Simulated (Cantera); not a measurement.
Mixture: 26.3 % H2, 15.5 % O2, 58.2 % N2, equivalence ratio 0.85, at 8250 Torr, adiabatic and at constant pressure. Ignition delay is the time to a rise of 400 K.

Cantera simulation using GRI-Mech 3.0 (53 species, 325 reactions); the numbers are that mechanism's predictions, not measurements. The hydrogen kinetics of GRI-Mech 3.0 are dated; newer H2 mechanisms differ, most at raised pressure. Where the delays flatten at high temperature, the 400 K rule measures the pace of heat release, not the induction time.

Task: Predict: delay at 1200 K; delay at 1400 K; delay at 1600 K; delay at 1800 K; delay at 2000 K.

Result: 
```
Property            Value
---------------  --------
delay at 1200 K   77.4 µs
delay at 1400 K   2.20 µs
delay at 1600 K  0.972 µs
delay at 1800 K  0.616 µs
delay at 2000 K  0.480 µs
```
